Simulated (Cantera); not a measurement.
Input: 1 mol CaO, 2.2 mol NF3, 37 mol H2, at 1627 °C and 0.180 bar.

Cantera equilibrium calculation (NASA polynomials, part measured and part estimated; ideal gas, pure solids and liquids). Candidate condensed phases: Ca, CaF2, CaO, Ca(OH)2, H2O; 47 gas species. Kinetics and transport are ignored.

Base state: H2 0.827, HF 0.113, N2 0.0270, H2O 0.0246, CaF2 0.00657, H 0.00170, CaF 4.12e-5 (mole fractions); condensed: CaF2(l).

### Question
What changes in the equilibrium state with this change: temperature from 1627 °C to 1175 °C?

### Answer
| species | before | after |
|---|---|---|
| H2 | 0.827 | 0.834 |
| HF | 0.113 | 0.114 |
| N2 | 0.0270 | 0.0272 |
| CaF2 | 0.00657 | 3.84e-6 |
| H | 0.00170 | 1.98e-5 |
| H2O | 0.0246 | 0.0248 |
| CaF | 4.12e-5 | <1e-9 |
| CaF2(l), mol | 0.731 | 0 |
| CaF2(s), mol | 0 | 1.000 |

### Question
What changes in the equilibrium state with this change: pressure from 0.180 bar to 1.33 mbar?

### Answer
```json
[
 {"species": "H2", "before": "0.827", "after": "0.795"},
 {"species": "HF", "before": "0.113", "after": "0.112"},
 {"species": "N2", "before": "0.0270", "after": "0.0263"},
 {"species": "H", "before": "0.00170", "after": "0.0194"},
 {"species": "CaF2", "before": "0.00657", "after": "0.0220"},
 {"species": "H2O", "before": "0.0246", "after": "0.0238"},
 {"species": "Ca", "before": "5.67e-7", "after": "0.000251"},
 {"species": "CaF", "before": "4.12e-5", "after": "0.00159"},
 {"species": "CaOH", "before": "3.43e-7", "after": "1.30e-5"},
 {"species": "CaF2(l), mol", "before": "0.731", "after": "0"}
]
```
